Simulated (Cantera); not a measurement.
# Ignition delay

Mixture: CO : H2 : O2 : N2 = 1 : 0.072 : 0.412 : 1.55 (molar parts), at 4.93 atm, adiabatic and at constant volume. Ignition delay is the time to a rise of 400 K.

Cantera simulation using GRI-Mech 3.0 (53 species, 325 reactions); the numbers are that mechanism's predictions, not measurements. The hydrogen kinetics of GRI-Mech 3.0 are dated; newer H2 mechanisms differ, most at raised pressure. Where the delays flatten at high temperature, the 400 K rule measures the pace of heat release, not the induction time.

| T0 (K) | delay (ms) |
|---|---|
| 1225 | 0.0295 |
| 1325 | 0.0154 |
| 1425 | 0.0104 |
| 1525 | 0.00803 |
| 1625 | 0.00670 |
| 1725 | 0.00592 |
| 1825 | 0.00547 |
| 1925 | 0.00523 |
